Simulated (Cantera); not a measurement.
Input: 1 mol Fe2O3, 2.1 mol CH4, 0.02 mol CO, held at 1.33 mbar.

Equilibrium computed with Cantera from the NASA thermochemical tables; the gas is ideal and each condensed phase is pure. Candidate condensed phases: C, C6H6, C7H8, C8H18, Fe, Fe(CO)5, FeO, Fe(OH)2, Fe(OH)3, Fe2O3, Fe3O4, H2O; 114 gas species. Kinetics and transport are ignored.

x: gas mole fraction; n: condensed amount in mol.

```json
[
 {"T (K)": "898", "x H2": "0.594", "x CO": "0.263", "x H": "2.31e-9", "x Fe": "<1e-12", "x H2O": "0.0702", "x CO2": "0.0722", "x OH": "<1e-12", "x O": "<1e-12", "n Fe(α)": "2.00", "n Fe(γ)": "0", "n Fe(δ)": "0", "n Fe(l)": "0"},
 {"T (K)": "1098", "x H2": "0.570", "x CO": "0.288", "x H": "5.11e-7", "x Fe": "8.73e-10", "x H2O": "0.0948", "x CO2": "0.0476", "x OH": "3.75e-10", "x O": "<1e-12", "n Fe(α)": "2.00", "n Fe(γ)": "0", "n Fe(δ)": "0", "n Fe(l)": "0"},
 {"T (K)": "1298", "x H2": "0.556", "x CO": "0.302", "x H": "2.19e-5", "x Fe": "7.73e-7", "x H2O": "0.109", "x CO2": "0.0337", "x OH": "5.54e-8", "x O": "2.10e-12", "n Fe(α)": "0", "n Fe(γ)": "2.00", "n Fe(δ)": "0", "n Fe(l)": "0"},
 {"T (K)": "1498", "x H2": "0.547", "x CO": "0.310", "x H": "0.000348", "x Fe": "0.000108", "x H2O": "0.117", "x CO2": "0.0256", "x OH": "2.11e-6", "x O": "1.16e-9", "n Fe(α)": "0", "n Fe(γ)": "2.00", "n Fe(δ)": "0", "n Fe(l)": "0"},
 {"T (K)": "1698", "x H2": "0.538", "x CO": "0.313", "x H": "___", "x Fe": "___", "x H2O": "0.121", "x CO2": "___", "x OH": "___", "x O": "___", "n Fe(α)": "0", "n Fe(γ)": "0", "n Fe(δ)": "___", "n Fe(l)": "0"},
 {"T (K)": "1898", "x H2": "___", "x CO": "___", "x H": "___", "x Fe": "___", "x H2O": "0.113", "x CO2": "___", "x OH": "___", "x O": "___", "n Fe(α)": "0", "n Fe(γ)": "0", "n Fe(δ)": "0", "n Fe(l)": "___"},
 {"T (K)": "2098", "x H2": "0.374", "x CO": "0.236", "x H": "0.0516", "x Fe": "0.233", "x H2O": "0.0906", "x CO2": "0.0116", "x OH": "0.00148", "x O": "0.000146", "n Fe(α)": "0", "n Fe(γ)": "0", "n Fe(δ)": "0", "n Fe(l)": "0"},
 {"T (K)": "2298", "x H2": "0.310", "x CO": "0.225", "x H": "0.146", "x Fe": "0.220", "x H2O": "0.0791", "x CO2": "0.0102", "x OH": "0.00599", "x O": "0.00193", "n Fe(α)": "0", "n Fe(γ)": "0", "n Fe(δ)": "0", "n Fe(l)": "0"},
 {"T (K)": "2498", "x H2": "0.206", "x CO": "0.202", "x H": "0.310", "x Fe": "0.195", "x H2O": "0.0472", "x CO2": "0.00748", "x OH": "0.0147", "x O": "0.0145", "n Fe(α)": "0", "n Fe(γ)": "0", "n Fe(δ)": "0", "n Fe(l)": "0"}
]
```

**Question.** Complete the blanks.

**Answer.** 
- 1698, x H: 0.00291
- 1698, x Fe: 0.00457
- 1698, x CO2: 0.0206
- 1698, x OH: 3.35e-5
- 1698, x O: 1.45e-7
- 1698, n Fe(δ): 1.97
- 1898, x H2: 0.485
- 1898, x CO: 0.289
- 1898, x H: 0.0149
- 1898, x Fe: 0.0815
- 1898, x CO2: 0.0161
- 1898, x OH: 0.000284
- 1898, x O: 6.57e-6
- 1898, n Fe(l): 1.43
